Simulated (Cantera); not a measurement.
# Equilibrium for silicon nitride deposition: SiH₄ + NH₃ + N₂ + H₂

Feed: 1 mol SiH₄, 0.21 mol NH₃, 11 mol N₂, 1.7 mol H₂, equilibrated at 13.3 mbar.

Equilibrium computed with Cantera from the NASA thermochemical tables; the gas is ideal and each condensed phase is pure. Candidate condensed phases: Si, Si₃N₄; 18 gas species. The tables' values for SiN are old estimates; treat these amounts as uncertain. Gases not in the tables: Si₂H₆ and higher silanes. Equilibrium is a limit: real reactors are often held back by kinetics, nucleation or transport.

```tsv
T (K)	x N₂	x H₂	x H	x Si	x SiH	x Si₂N	n Si₃N₄(s)	n Si(l)
1700	0.722	0.277	0.000672	1.51e-5	1.42e-6	4.82e-7	0.333	0
1725	0.722	0.277	0.000847	3.06e-5	2.66e-6	1.18e-6	0.333	0
1750	0.722	0.277	0.00106	6.06e-5	4.87e-6	2.81e-6	0.333	0
1775	0.722	0.277	0.00132	0.000118	8.78e-6	6.52e-6	0.333	0
1800	0.721	0.277	0.00163	0.000225	1.56e-5	1.48e-5	0.332	0
1825	0.733	0.264	0.00196	0.000341	2.15e-5	2.17e-5	0	0.993
1850	0.733	0.264	0.00240	0.000484	2.84e-5	2.79e-5	0	0.991
1875	0.733	0.263	0.00291	0.000679	3.73e-5	3.57e-5	0	0.987
1900	0.732	0.263	0.00352	0.000946	4.86e-5	4.53e-5	0	0.983
1925	0.732	0.262	0.00424	0.00131	6.29e-5	5.70e-5	0	0.976
1950	0.731	0.262	0.00508	0.00179	8.07e-5	7.15e-5	0	0.968
1975	0.730	0.261	0.00605	0.00242	0.000103	8.89e-5	0	0.957
2000	0.729	0.260	0.00718	0.00327	0.000130	0.000110	0	0.942
```
x: gas mole fraction; n: condensed amount in mol.

From 1700 K to 1800 K the condensed part is Si₃N₄(s). From 1825 K to 2000 K the condensed part is Si(l). The main Si-bearing gas is Si throughout. The share of Si in condensed phases is highest at 1700 K (100.0 %) and lowest at 2000 K (94.2 %).
